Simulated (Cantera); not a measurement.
A freely propagating, adiabatic, planar premixed flame of H2 : O2 : N2 = 1 : 0.172 : 0.648 (molar parts), equivalence ratio 2.9, unburnt at 623 K and 0.148 atm; multicomponent transport, grid criteria slope 0.08 and curve 0.16, no radiation.

Computed with Cantera and the H2/O2 subset of GRI-Mech 3.0, which has no nitrogen chemistry. Burning velocities carry a grid error of a few per cent, more on coarse grids.

Predict: laminar burning velocity; thermal thickness; peak x(O); peak x(H); peak x(OH).


```json
{
  "laminar_burning_velocity": "664 cm/s",
  "thermal_thickness": "5.85 mm",
  "peak x(O)": "0.00239",
  "peak x(H)": "0.113",
  "peak x(OH)": "0.00171"
}
```
